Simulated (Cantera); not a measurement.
## Moist CO burnout

An isothermal, constant-pressure homogeneous reactor starts with 0.381 % CO, 1.56 % O₂, 0.313 % H₂O, 97.7 % N₂, equivalence ratio 0.12, at 1323 K and 1.00 bar.

Detailed kinetics in Cantera: GRI-Mech 3.0 (53 species, 325 reactions).

```tsv
t (s)	x CO	x O₂	x H₂O	x H	x NO	x H₂
0.000600	0.00381	0.0156	0.00313	1.23e-9	<1e-12	2.80e-10
0.00177	0.00381	0.0156	0.00313	6.89e-8	<1e-12	2.61e-8
0.00524	0.00245	0.0148	0.00301	7.24e-5	3.98e-8	3.53e-5
0.0155	0.000329	0.0139	0.00310	6.10e-6	2.07e-7	7.28e-6
0.0457	3.70e-5	0.0138	0.00312	2.76e-7	2.51e-7	8.45e-7
0.135	3.46e-6	0.0138	0.00313	1.36e-8	2.66e-7	1.06e-7
0.399	2.40e-7	0.0138	0.00313	1.04e-9	2.72e-7	1.80e-8
1.18	1.80e-8	0.0138	0.00313	1.92e-10	2.74e-7	5.64e-9
3.49	8.08e-9	0.0138	0.00313	9.62e-11	2.74e-7	3.54e-9
10.3	7.88e-9	0.0138	0.00313	9.43e-11	2.75e-7	3.49e-9
30.5	7.88e-9	0.0138	0.00313	9.43e-11	2.75e-7	3.49e-9
90.0	7.88e-9	0.0138	0.00313	9.43e-11	2.78e-7	3.49e-9
```
x: mole fraction; the columns are a selection and need not sum to one.

Equilibrium at this temperature and pressure: CO 7.90e-9, O₂ 0.0137, H₂O 0.00313, H 9.44e-11, NO 0.000131, H₂ 3.49e-9 (gas phase only).
